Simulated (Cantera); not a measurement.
**Silicon nitride deposition: SiH₄ + N₂**

A closed system holds: 1 mol SiH₄, a varied amount of N₂, at 975 K and 0.0130 bar.

Equilibrium computed with Cantera from the NASA thermochemical tables; the gas is ideal and each condensed phase is pure. Candidate condensed phases: Si, Si₃N₄; 18 gas species. N₂ is the only nitrogen source here; it is nearly inert below about 1500 K, so the nitride shown seldom forms there in practice. Equilibrium is a limit: real reactors are often held back by kinetics, nucleation or transport.

| n(N₂) (mol) | x N₂ | x H₂ | x NH₃ | x H | n Si₃N₄(s) |
|---|---|---|---|---|---|
| 0.93 | 0.116 | 0.884 | 2.54e-6 | 9.43e-9 | 0.333 |
| 1.3 | 0.241 | 0.759 | 2.91e-6 | 8.74e-9 | 0.333 |
| 1.9 | 0.381 | 0.619 | 2.69e-6 | 7.89e-9 | 0.333 |
| 2.8 | 0.516 | 0.484 | 2.17e-6 | 6.98e-9 | 0.333 |
| 4.1 | 0.632 | 0.368 | 1.59e-6 | 6.09e-9 | 0.333 |
| 5.9 | 0.724 | 0.276 | 1.11e-6 | 5.28e-9 | 0.333 |
| 8.6 | 0.799 | 0.201 | 7.24e-7 | 4.50e-9 | 0.333 |
| 12 | 0.850 | 0.150 | 4.80e-7 | 3.89e-9 | 0.333 |
| 18 | 0.897 | 0.103 | 2.83e-7 | 3.23e-9 | 0.333 |
| 26 | 0.927 | 0.0732 | 1.71e-7 | 2.71e-9 | 0.333 |
| 38 | 0.949 | 0.0508 | 1.00e-7 | 2.26e-9 | 0.333 |
| 55 | 0.964 | 0.0355 | 5.89e-8 | 1.89e-9 | 0.333 |
x: gas mole fraction; n: condensed amount in mol.

From 0.93 mol N₂ to 55 mol N₂ the condensed part is Si₃N₄(s).
